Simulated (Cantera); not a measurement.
## Iron carbonyl, mercury and lead vapours: Pb + CO + N2 + O2

Charge: 1 mol Pb, 0.23 mol CO, 25 mol N2, 0.12 mol O2, held at 133 Pa.

Method: chemical equilibrium by Gibbs-energy minimisation in Cantera with the NASA 1993 tables (ideal gas, pure condensed phases). Candidate condensed phases: C, Pb, PbO, PbO2, Pb3O4; 27 gas species. The numbers say what is thermodynamically allowed, not how fast it happens.

| T (K) | x N2 | x Pb | x CO2 | x PbO | x CO | x Pb2 | x NO | x O2 | n Pb(l) | n PbO(yellow) |
|---|---|---|---|---|---|---|---|---|---|---|
| 948 | 0.987 | 0.00359 | 0.00908 | 3.67e-5 | 6.09e-7 | 4.97e-9 | 1.61e-10 | 1.49e-11 | 0.899 | 0.00909 |
| 973 | 0.984 | 0.00656 | 0.00905 | 9.07e-5 | 7.49e-7 | 1.36e-8 | 4.41e-10 | 6.16e-11 | 0.823 | 0.00771 |
| 998 | 0.979 | 0.0116 | 0.00901 | 0.000214 | 9.10e-7 | 3.55e-8 | 1.15e-9 | 2.38e-10 | 0.693 | 0.00456 |
| 1023 | 0.971 | 0.0200 | 0.00893 | 0.000390 | 1.35e-6 | 8.81e-8 | 2.29e-9 | 5.59e-10 | 0.475 | 0 |
| 1048 | 0.957 | 0.0335 | 0.00880 | 0.000386 | 3.49e-6 | 2.09e-7 | 2.48e-9 | 3.97e-10 | 0.114 | 0 |
| 1073 | 0.953 | 0.0377 | 0.00876 | 0.000387 | 5.94e-6 | 2.25e-7 | 3.94e-9 | 6.16e-10 | 0 | 0 |
| 1098 | 0.953 | 0.0377 | 0.00876 | 0.000390 | 8.78e-6 | 1.93e-7 | 6.91e-9 | 1.19e-9 | 0 | 0 |
| 1123 | 0.953 | 0.0377 | 0.00876 | 0.000394 | 1.27e-5 | 1.67e-7 | 1.19e-8 | 2.24e-9 | 0 | 0 |
| 1148 | 0.953 | 0.0377 | 0.00875 | 0.000399 | 1.81e-5 | 1.45e-7 | 2.00e-8 | 4.15e-9 | 0 | 0 |
| 1173 | 0.953 | 0.0377 | 0.00874 | 0.000406 | 2.51e-5 | 1.26e-7 | 3.30e-8 | 7.54e-9 | 0 | 0 |
x: gas mole fraction; n: condensed amount in mol.

From 948 K to 998 K the condensed part is Pb(l) + PbO(yellow). From 1023 K to 1048 K the condensed part is Pb(l). From 1073 K to 1173 K nothing is condensed. The main Pb-bearing gas is Pb throughout.
